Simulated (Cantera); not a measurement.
Cantera with NASA thermochemical tables; ideal gases at 1 bar, condensed phases pure. Values are per mole of reaction as written; species without (g) are pure solids or liquids, kept so even where they would boil at 1 bar.

2 C₂H₅OH(g) + 8 C + Ta → 6 C₂H₂(g) + TaO₂(g)

| T (K) | ΔH° (kJ) | ΔS° (J/K) | ΔG° (kJ) | log10 K |
|---|---|---|---|---|
| 1175 | 1648.4 | 872.7 | 622.9 | -27.69 |
| 1375 | … | … | … | … |
| 1575 | … | … | … | … |
| 1775 | 1625.8 | 857.4 | 103.9 | -3.06 |
| 1975 | … | … | … | … |
| 2175 | 1607.7 | 848.2 | -237.2 | 5.70 |
| 2375 | 1598.1 | 844.0 | -406.4 | 8.94 |
| 2575 | … | … | … | … |

Some entries are withheld; supply them.


- 1375, ΔH° (kJ): 1641.8
- 1375, ΔS° (J/K): 867.6
- 1375, ΔG° (kJ): 448.9
- 1375, log10 K: -17.05
- 1575, ΔH° (kJ): 1634.2
- 1575, ΔS° (J/K): 862.4
- 1575, ΔG° (kJ): 275.9
- 1575, log10 K: -9.15
- 1975, ΔH° (kJ): 1617.0
- 1975, ΔS° (J/K): 852.7
- 1975, ΔG° (kJ): -67.1
- 1975, log10 K: 1.77
- 2575, ΔH° (kJ): 1588.2
- 2575, ΔS° (J/K): 840.0
- 2575, ΔG° (kJ): -574.8
- 2575, log10 K: 11.66
